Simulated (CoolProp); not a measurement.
Properties of oxygen along the isotherm -100.95 °C (Tc = -118.6 °C, pc = 50.46 bar, ω = 0.022).

Model: reference Helmholtz-energy equation of state, Schmidt 1985, in CoolProp.

| p (bar) | phase | density (kg/m³) | isothermal compressibility (1/MPa) | viscosity (µPa s) | fugacity coefficient |
|---|---|---|---|---|---|
| 21 | gas | 52.56 | 0.5374 | 13.5 | 0.9017 |
| 42.1 | gas | 122.7 | 0.3230 | 14.4 | 0.8062 |
| 63.1 | supercritical | 230.1 | 0.2919 | 17.0 | 0.7135 |
| 84.1 | supercritical | 417.3 | 0.2365 | 25.1 | 0.6236 |
| 105 | supercritical | 567.1 | 0.08413 | 34.9 | 0.5486 |
| 126 | supercritical | 642.1 | 0.04231 | 41.1 | 0.4939 |
| 147 | supercritical | 689.3 | 0.02723 | 45.8 | 0.4542 |
| 168 | supercritical | 723.6 | 0.01987 | 49.6 | 0.4247 |
| 189 | supercritical | 750.8 | 0.01560 | 53.0 | 0.4023 |
| 210 | supercritical | 773.4 | 0.01283 | 56.0 | 0.3851 |
| 231 | supercritical | 792.8 | 0.01090 | 58.9 | 0.3717 |
| 252 | supercritical | 809.9 | 0.009470 | 61.6 | 0.3613 |

Viscosity comes from a separate model (Lemmon 2004).
